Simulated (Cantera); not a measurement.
Input: 1 mol Cr₂O₃, 1500 mol H₂, 0.16 mol H₂O, equilibrated at 9.75 Torr.

Cantera equilibrium calculation (NASA polynomials, part measured and part estimated; ideal gas, pure solids and liquids). Candidate condensed phases: Cr, Cr₂O₃, H₂O; 13 gas species. Mutual solubility and eutectic melting of coexisting phases are not modelled. Kinetics and transport are ignored.

Which condensed phases are stable at each of these points (T (K)): 1448, 1498, 1548, 1598, 1648, 1698, 1748, 1798, 1848, 1898, 1948, 1998, 2048, 2098?


| T (K) | condensed phases | Cr condensed (%) |
|---|---|---|
| 1448 | Cr(s) + Cr₂O₃(s) | 98.9 |
| 1498 | Cr(s) + Cr₂O₃(s) | 96.9 |
| 1548 | Cr(s) + Cr₂O₃(s) | 91.6 |
| 1598 | Cr(s) | 78.5 |
| 1648 | Cr(s) | 48.5 |
| 1698 | gas only | 0.0 |
| 1748 | gas only | 0.0 |
| 1798 | gas only | 0.0 |
| 1848 | gas only | 0.0 |
| 1898 | gas only | 0.0 |
| 1948 | gas only | 0.0 |
| 1998 | gas only | 0.0 |
| 2048 | gas only | 0.0 |
| 2098 | gas only | 0.0 |

From 1448 K to 1548 K the condensed part is Cr(s) + Cr₂O₃(s). From 1598 K to 1648 K the condensed part is Cr(s). From 1698 K to 2098 K nothing is condensed.
